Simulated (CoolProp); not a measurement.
Properties of fluorine along the isobar 7.61 MPa (Tc = 144.4 K, pc = 5.240 MPa, ω = 0.045).

Model: reference Helmholtz-energy equation of state, de Reuck 1990, in CoolProp.

```json
[
 {"T (K)": "96.9", "phase": "liquid", "density (kg/m³)": "1440", "cp (kJ/(kg K))": "1.513", "isothermal compressibility (1/MPa)": "0.002280", "expansivity (1/kK)": "4.938"},
 {"T (K)": "111.4", "phase": "liquid", "density (kg/m³)": "1330", "cp (kJ/(kg K))": "1.588", "isothermal compressibility (1/MPa)": "[?]", "expansivity (1/kK)": "6.134"},
 {"T (K)": "125.9", "phase": "liquid", "density (kg/m³)": "1199", "cp (kJ/(kg K))": "1.750", "isothermal compressibility (1/MPa)": "0.007396", "expansivity (1/kK)": "8.496"},
 {"T (K)": "140.4", "phase": "liquid", "density (kg/m³)": "1017", "cp (kJ/(kg K))": "2.277", "isothermal compressibility (1/MPa)": "0.02289", "expansivity (1/kK)": "16.08"},
 {"T (K)": "154.9", "phase": "supercritical", "density (kg/m³)": "569.7", "cp (kJ/(kg K))": "5.769", "isothermal compressibility (1/MPa)": "0.3486", "expansivity (1/kK)": "79.65"},
 {"T (K)": "169.4", "phase": "supercritical", "density (kg/m³)": "315.9", "cp (kJ/(kg K))": "[?]", "isothermal compressibility (1/MPa)": "0.2119", "expansivity (1/kK)": "21.78"},
 {"T (K)": "183.9", "phase": "supercritical", "density (kg/m³)": "248.7", "cp (kJ/(kg K))": "1.359", "isothermal compressibility (1/MPa)": "0.1728", "expansivity (1/kK)": "12.90"},
 {"T (K)": "198.4", "phase": "supercritical", "density (kg/m³)": "212.1", "cp (kJ/(kg K))": "1.163", "isothermal compressibility (1/MPa)": "0.1568", "expansivity (1/kK)": "9.462"},
 {"T (K)": "213", "phase": "supercritical", "density (kg/m³)": "187.5", "cp (kJ/(kg K))": "1.060", "isothermal compressibility (1/MPa)": "0.1481", "expansivity (1/kK)": "7.592"},
 {"T (K)": "227.5", "phase": "supercritical", "density (kg/m³)": "169.5", "cp (kJ/(kg K))": "0.9987", "isothermal compressibility (1/MPa)": "0.1429", "expansivity (1/kK)": "6.422"},
 {"T (K)": "242", "phase": "supercritical", "density (kg/m³)": "155.4", "cp (kJ/(kg K))": "0.9594", "isothermal compressibility (1/MPa)": "0.1395", "expansivity (1/kK)": "5.611"},
 {"T (K)": "256.5", "phase": "supercritical", "density (kg/m³)": "143.9", "cp (kJ/(kg K))": "0.9334", "isothermal compressibility (1/MPa)": "0.1372", "expansivity (1/kK)": "5.013"},
 {"T (K)": "271", "phase": "supercritical", "density (kg/m³)": "[?]", "cp (kJ/(kg K))": "0.9162", "isothermal compressibility (1/MPa)": "0.1355", "expansivity (1/kK)": "4.552"},
 {"T (K)": "285.5", "phase": "supercritical", "density (kg/m³)": "126.0", "cp (kJ/(kg K))": "0.9049", "isothermal compressibility (1/MPa)": "0.1342", "expansivity (1/kK)": "4.184"},
 {"T (K)": "300", "phase": "supercritical", "density (kg/m³)": "118.9", "cp (kJ/(kg K))": "[?]", "isothermal compressibility (1/MPa)": "0.1332", "expansivity (1/kK)": "3.881"}
]
```

Question: Fill in the missing entries.

Answer: 
- 111.4, isothermal compressibility (1/MPa): 0.003778
- 169.4, cp (kJ/(kg K)): 1.882
- 271, density (kg/m³): 134.3
- 300, cp (kJ/(kg K)): 0.8978

The peak of cp marks the crossing from liquid-like to gas-like fluid above the critical point.
